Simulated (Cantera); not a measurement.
Adiabatic ignition

An adiabatic, constant-volume homogeneous reactor starts with 42.9 % CO, 7.30 % H₂, 10.5 % O₂, 39.3 % N₂, equivalence ratio 2.4, at 975 K and 458 Torr.

Model: GRI-Mech 3.0 (53 species, 325 reactions), integrated in Cantera.

| t (s) | T (K) | P (bar) | x CO | x H₂ | x O₂ | x O | x HO₂ | x H₂O | x NO |
|---|---|---|---|---|---|---|---|---|---|
| 1.00e-6 | 975 | 0.610 | 0.429 | 0.0730 | 0.105 | 1.55e-11 | 1.72e-12 | <1e-12 | <1e-12 |
| 3.63e-6 | 975 | 0.610 | 0.429 | 0.0730 | 0.105 | 5.03e-11 | 7.06e-12 | 3.45e-12 | <1e-12 |
| 1.32e-5 | 975 | 0.610 | 0.429 | 0.0730 | 0.105 | 1.38e-10 | 5.30e-11 | 5.68e-11 | <1e-12 |
| 4.79e-5 | 975 | 0.610 | 0.429 | 0.0730 | 0.105 | 4.46e-10 | 9.08e-10 | 8.79e-10 | <1e-12 |
| 0.000174 | 975 | 0.610 | 0.429 | 0.0730 | 0.105 | 6.24e-9 | 3.50e-8 | 3.24e-8 | <1e-12 |
| 0.000632 | 985 | 0.616 | 0.429 | 0.0722 | 0.104 | 7.52e-5 | 4.71e-5 | 0.000600 | 5.03e-11 |
| 0.00230 | 2745 | 1.56 | 0.314 | 0.0166 | 0.00238 | 0.00171 | 7.50e-7 | 0.0573 | 0.00165 |
| 0.00835 | 2740 | 1.55 | 0.315 | 0.0167 | 0.00227 | 0.00164 | 7.14e-7 | 0.0573 | 0.00260 |
| 0.0303 | 2739 | 1.55 | 0.315 | 0.0167 | 0.00227 | 0.00164 | 7.14e-7 | 0.0573 | 0.00261 |
| 0.110 | 2739 | 1.55 | 0.315 | 0.0167 | 0.00227 | 0.00164 | 7.14e-7 | 0.0573 | 0.00261 |
| 0.400 | 2739 | 1.55 | 0.315 | 0.0167 | 0.00227 | 0.00164 | 7.14e-7 | 0.0573 | 0.00261 |
x: mole fraction; the columns are a selection and need not sum to one.

```
Property                                                             Value
---------------------------------  ---------------------------------------
time of steepest temperature rise                                 0.749 ms
temperature at 0.400 s                                              2739 K
equilibrium temperature                                             2739 K
x(CO) at 0.400 s                       0.315 (gas-phase equilibrium 0.315)
x(H₂) at 0.400 s                     0.0167 (gas-phase equilibrium 0.0167)
x(O₂) at 0.400 s                   0.00227 (gas-phase equilibrium 0.00227)
```
